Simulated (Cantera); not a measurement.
Charge: 1 mol B₂O₃, 11 mol H₂O, 0.2 mol H₂, 1.9 mol NH₃, at 0.00133 bar.

These are equilibrium values from Cantera (NASA tables, ideal gas, pure condensed phases), not measurements of a reactor. Candidate condensed phases: B, BN, B₂O₃, B₃O₃H₃, H₂O; 39 gas species. Gases not in the tables: H₃BO₃. The numbers say what is thermodynamically allowed, not how fast it happens.

x: gas mole fraction; n: condensed amount in mol.

| T (°C) | x H₂O | x H₂ | x HBO₂ | x N₂ | x H | x OH | x O₂ | n B₂O₃(l) |
|---|---|---|---|---|---|---|---|---|
| 677 | 0.732 | 0.203 | 0.000203 | 0.0634 | 6.87e-9 | 3.64e-11 | <1e-12 | 0.980 |
| 877 | 0.725 | 0.202 | 0.00920 | 0.0631 | 9.19e-7 | 1.99e-8 | <1e-12 | 0.923 |
| 1077 | 0.630 | 0.191 | 0.119 | 0.0595 | 2.85e-5 | 1.53e-6 | (withheld) | 0.0379 |
| 1277 | 0.626 | 0.190 | 0.123 | 0.0594 | 0.000376 | 4.16e-5 | (withheld) | 0 |
| 1477 | 0.625 | 0.189 | 0.121 | 0.0593 | 0.00277 | 0.000537 | (withheld) | 0 |
| 1677 | 0.616 | 0.185 | 0.118 | 0.0587 | 0.0135 | 0.00408 | (withheld) | 0 |
| 1877 | 0.566 | 0.183 | 0.108 | 0.0564 | 0.0494 | 0.0198 | (withheld) | 0 |

Complete the blanks.


- 1077, x O₂: 3.39e-10
- 1277, x O₂: 1.06e-7
- 1477, x O₂: 9.11e-6
- 1677, x O₂: 0.000319
- 1877, x O₂: 0.00495
